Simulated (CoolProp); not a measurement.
n-perfluorohexane along the isobar 1.78 MPa: fugacity coefficient from the reference equation and from simpler models built on Tc = 448.0 K, pc = 1.742 MPa, ω = 0.497; each cubic takes its own stable root.

Values from CoolProp's reference Helmholtz-energy equation of state, Gao 2022.

```
T (K)          phase  reference
-----  -------------  ---------
310.2         liquid    0.03024
330.2         liquid    0.06091
350.2         liquid     0.1097
370.1         liquid     0.1795
390.1         liquid     0.2727
410.1         liquid     0.3873
430           liquid     0.5177
450    supercritical     0.6498
```

Question: How far does each simpler model (Redlich-Kwong, Peng-Robinson) lie from the reference over these 8 states: mean and median of the absolute difference, and the worst?

Answer: 
- Redlich-Kwong: mean 63.8 %, median 45.7 %, worst +180.3 % at 310.2 K and 1.78 MPa
- Peng-Robinson: mean 0.6 %, median 0.5 %, worst +1.3 % at 310.2 K and 1.78 MPa
